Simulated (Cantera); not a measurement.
Equilibrium for fluorocarbon and chlorocarbon gases: c-C4F8 + H2

Feed: 1 mol c-C4F8, 0.23 mol H2, equilibrated at 900 K and 6600 Pa.

These are equilibrium values from Cantera (NASA tables, ideal gas, pure condensed phases), not measurements of a reactor. Candidate condensed phases: C, C6H6, C7H8, C8H18; 95 gas species. The feed counts by its element totals alone. Gases not in the tables: C2F6 and larger saturated fluorocarbons. Rates play no part.

| Quantity | Result |
|---|---|
| x(CF4) | 0.804 |
| x(HF) | 0.196 |
| n(C(graphite)) | 2.12 mol |
| gas amount | 2.345 mol |
